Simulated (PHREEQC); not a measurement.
HCl is added in steps, without added water, to 1 kg of water holding 0.017 mol/kgw AgNO3, at 25 °C. Oxygen alone is held at its pressure in air (log pO2 = -0.68). The system is closed to CO2. The run lets Cerargyrite, Ag2O precipitate or redissolve, and no other solid.

Base run: PHREEQC, ion-association model, wateq4f.dat. Each further column changes one thing. The table gives pH.

| HCl added (mol) | base | 0.00034 mol/kgw NaOH added | diluted 2-fold with water | 0.0033 mol/kgw NaHF2 added |
|---|---|---|---|---|
| 0 | 6.81 | 8.13 | 6.88 | 3.27 |
| 0.00037 | 3.48 | 4.57 | 3.47 | 3.20 |
| 0.000555 | 3.30 | 3.72 | 3.29 | 3.16 |
| 0.000925 | 3.08 | 3.28 | 3.07 | 3.10 |
| 0.00111 | 3.00 | 3.16 | 2.99 | 3.07 |
| 0.00148 | 2.88 | 2.99 | 2.87 | 3.01 |
| 0.001665 | 2.83 | 2.93 | 2.82 | 2.98 |
| 0.002035 | 2.74 | 2.82 | 2.73 | 2.92 |
| 0.00222 | 2.70 | 2.77 | 2.69 | 2.90 |
| 0.00259 | 2.63 | 2.70 | 2.62 | 2.84 |
| 0.002775 | 2.60 | 2.66 | 2.59 | 2.82 |
| 0.003145 | 2.55 | 2.60 | 2.54 | 2.77 |
| 0.00333 | 2.53 | 2.57 | 2.51 | 2.74 |
| 0.0037 | 2.48 | 2.52 | 2.47 | 2.70 |

 Solids allowed in the column '0.00034 mol/kgw NaOH added': Cerargyrite, Ag2O, Halite. Solids allowed in the column '0.0033 mol/kgw NaHF2 added': Cerargyrite, Ag2O, Halite.
